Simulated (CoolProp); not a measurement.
The numbers come from the reference Helmholtz-energy equation of state, Gao 2022 in CoolProp.

Give the vapour pressure (bar), liquid density (kg/m³), vapour density (kg/m³), enthalpy of vaporisation (kJ/kg) of saturated n-perfluoropentane at 211.1, 240.4, 252.1 K.


```
T (K)  p (bar)  liquid density (kg/m³)  vapour density (kg/m³)  enthalpy of vaporisation (kJ/kg)
-----  -------  ----------------------  ----------------------  --------------------------------
211.1  0.00537                    1860                  0.0882                               114
240.4   0.0493                    1780                   0.715                               107
252.1    0.101                    1750                    1.39                               104
```
